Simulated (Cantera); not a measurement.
What does this Cantera script print?

```python
import numpy as np
import cantera as ct

gas_names = """
    B BCL BCL2 BCL3 BO BOCL BO2 B2 B2O B2O2 B2O3 B3O3CL3 CL CLO CL2 O O2 O3 Si SiCL SiCL2 SiCL3 SiCL4
    SiO SiO2 Si2 Si3
""".split()
cond_names = """
    B(b) B(L) B2O3(L) Si(cr) Si(L) SiO2(Lqz) SiO2(hqz) SiO2(L)
""".split()


# ... load() reads the species with a 1 bar reference pressure and builds the phases ...
atoms = {
    'SiO2': {'Si': 1, 'O': 2},
    'BCl3': {'B': 1, 'CL': 3},
    'O2': {'O': 2},
}
top_T = {}  # K; cautious upper limits of use, not melting points


# ... equilibrate(T, P, feed) seeds the gas with the atoms and calls Mixture.equilibrate('TP', solver="vcs", rtol=1e-11, max_steps=5000) ...
results = []
feed = {'SiO2': 1, 'BCl3': 3.8, 'O2': 14}  # mol
P = 170  # Pa
for T in [823, 973, 1123, 1273, 1423, 1573, 1723, 1873]:
    mix = equilibrate(T, P, feed)
    results.append((T, P, feed, dict(zip(mix.species_names, mix.species_moles))))
    x = sorted(zip(gas.X, gas.species_names), reverse=True)
    print(f"T = {T:g} K  P = {P:g} Pa  gas = {mix.phase_moles(0):.4g} mol")
    print("   x: " + "  ".join(f"{s} {v:.3e}" for v, s in x if v > 1e-05))
    print("   condensed (mol): " + ("  ".join(f"{mix.phase(i).name} {mix.phase_moles(i):.4g}"
          for i in range(1, mix.n_phases) if mix.phase_moles(i) > 1e-12) or "none"))
```

Result:

```
T = 823 K  P = 170 Pa  gas = 16.85 mol
   x: O2 6.616e-01  CL2 3.381e-01  CL 2.217e-04
   condensed (mol): B2O3(L) 1.9  SiO2(Lqz) 1
T = 973 K  P = 170 Pa  gas = 16.88 mol
   x: O2 6.605e-01  CL2 3.359e-01  CL 3.606e-03
   condensed (mol): B2O3(L) 1.9  SiO2(hqz) 1
T = 1123 K  P = 170 Pa  gas = 17.08 mol
   x: O2 6.526e-01  CL2 3.199e-01  CL 2.748e-02  CLO 4.219e-05
   condensed (mol): B2O3(L) 1.9  SiO2(hqz) 1
T = 1273 K  P = 170 Pa  gas = 17.92 mol
   x: O2 6.220e-01  CL2 2.581e-01  CL 1.195e-01  CLO 1.339e-04  BOCL 1.010e-04  B2O3 5.105e-05  BO2 1.055e-05
   condensed (mol): B2O3(L) 1.898  SiO2(hqz) 1
T = 1423 K  P = 170 Pa  gas = 19.92 mol
   x: O2 5.598e-01  CL 3.012e-01  CL2 1.346e-01  B2O3 2.414e-03  BOCL 1.421e-03  BO2 2.729e-04  CLO 2.533e-04  O 2.443e-05
   condensed (mol): B2O3(L) 1.835  SiO2(hqz) 1
T = 1573 K  P = 170 Pa  gas = 23.09 mol
   x: O2 4.837e-01  CL 4.175e-01  B2O3 5.281e-02  CL2 3.399e-02  BOCL 7.874e-03  BO2 3.675e-03  CLO 2.693e-04  O 1.762e-04
   condensed (mol): B2O3(L) 0.547  SiO2(hqz) 1
T = 1723 K  P = 170 Pa  gas = 24.29 mol
   x: O2 4.579e-01  CL 4.463e-01  B2O3 6.895e-02  BO2 1.023e-02  BOCL 8.279e-03  CL2 7.225e-03  O 9.331e-04  CLO 2.384e-04
   condensed (mol): SiO2(L) 1
T = 1873 K  P = 170 Pa  gas = 24.54 mol
   x: CL 4.537e-01  O2 4.490e-01  B2O3 6.346e-02  BO2 2.086e-02  BOCL 7.055e-03  O 3.841e-03  CL2 1.811e-03  CLO 2.093e-04  BO 4.750e-05  SiO 1.896e-05  SiO2 1.441e-05
   condensed (mol): SiO2(L) 0.9992
```

Cantera equilibrium calculation (NASA polynomials, part measured and part estimated; ideal gas, pure solids and liquids). Mutual solubility and eutectic melting of coexisting phases are not modelled. The tables' values for BOCl, SiO2 are old estimates; treat these amounts as uncertain. The tables hold silica as quartz up to 1696 K and as liquid above; real silica turns to tridymite and cristobalite and melts near 1996 K. Condensed phases not in the tables: borates and borosilicate glass, alloys, solid solutions and most ternary compounds.
